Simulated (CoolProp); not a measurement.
The numbers come from the reference Helmholtz-energy equation of state, Lemmon 2006 in CoolProp. It is a short technical equation, of lower accuracy than the large ones.

Q: For carbonyl sulfide, give the phase and the Z, speed of sound (m/s) at 254.75 °C and 36.8 MPa.

A: 
- 254.75 °C and 36.8 MPa: supercritical; Z 0.823, speed of sound 433
